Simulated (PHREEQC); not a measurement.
Consider water at 25 °C with 0.023 mol K2CO3 per kg of water. Closed to the air; pH follows from the charge balance.

Equilibrium calculation in PHREEQC: ion-association model, phreeqc.dat.

Each row changes one thing in this solution. Precipitation was switched off in this run.

| case | pH | ionic strength (mol/kgw) | CO3-2 (mol/kgw) | HCO3- (mol/kgw) | CO2 (mol/kgw) |
|---|---|---|---|---|---|
| as made | 11.14 | 0.0672 | 0.0212 | 0.00176 | 2.30e-8 |
| temperature from 25 to 15 °C | 11.37 | 0.0677 | 0.0217 | 0.00134 | 1.20e-8 |
| diluted 10-fold with water | 10.71 | 0.00634 | 0.00173 | 0.000565 | 2.28e-8 |
| diluted 100-fold with water | 10.12 | 0.000552 | 9.24e-5 | 0.000138 | 2.28e-8 |
| temperature from 25 to 40 °C | 10.84 | 0.0664 | 0.0204 | 0.00258 | 5.87e-8 |

At this temperature some constants are extrapolated from 25 °C, and those without enthalpy data are left unchanged.
